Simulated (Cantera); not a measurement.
Charge: 1 mol Cu, 1.3 mol HF, a varied amount of H2, equilibrated at 598 K and 0.113 Torr.

Method: chemical equilibrium by Gibbs-energy minimisation in Cantera with the NASA 1993 tables (ideal gas, pure condensed phases). Candidate condensed phases: Cu, CuF2; 15 gas species. The numbers say what is thermodynamically allowed, not how fast it happens.

x: gas mole fraction; n: condensed amount in mol.

```json
[
 {"n(H2) (mol)": "0.18", "x H2": "0.122", "x HF": "0.878", "x H2F2": "4.99e-8", "n Cu(s)": "1.00"},
 {"n(H2) (mol)": "0.3", "x H2": "0.188", "x HF": "0.812", "x H2F2": "4.27e-8", "n Cu(s)": "1.00"},
 {"n(H2) (mol)": "0.5", "x H2": "0.278", "x HF": "0.722", "x H2F2": "3.37e-8", "n Cu(s)": "1.00"},
 {"n(H2) (mol)": "0.84", "x H2": "0.393", "x HF": "0.607", "x H2F2": "2.39e-8", "n Cu(s)": "1.00"},
 {"n(H2) (mol)": "1.4", "x H2": "0.519", "x HF": "0.481", "x H2F2": "1.50e-8", "n Cu(s)": "1.00"},
 {"n(H2) (mol)": "2.4", "x H2": "___", "x HF": "___", "x H2F2": "___", "n Cu(s)": "1.00"},
 {"n(H2) (mol)": "4", "x H2": "0.755", "x HF": "0.245", "x H2F2": "3.89e-9", "n Cu(s)": "1.00"},
 {"n(H2) (mol)": "6.7", "x H2": "0.838", "x HF": "0.163", "x H2F2": "1.71e-9", "n Cu(s)": "1.00"},
 {"n(H2) (mol)": "11", "x H2": "0.894", "x HF": "0.106", "x H2F2": "7.22e-10", "n Cu(s)": "1.00"},
 {"n(H2) (mol)": "19", "x H2": "0.936", "x HF": "___", "x H2F2": "___", "n Cu(s)": "1.00"},
 {"n(H2) (mol)": "32", "x H2": "0.961", "x HF": "0.0390", "x H2F2": "9.86e-11", "n Cu(s)": "1.00"}
]
```

### Question
Complete the blanks.

### Answer

- 2.4, x H2: 0.649
- 2.4, x HF: 0.351
- 2.4, x H2F2: 7.98e-9
- 19, x HF: 0.0640
- 19, x H2F2: 2.65e-10
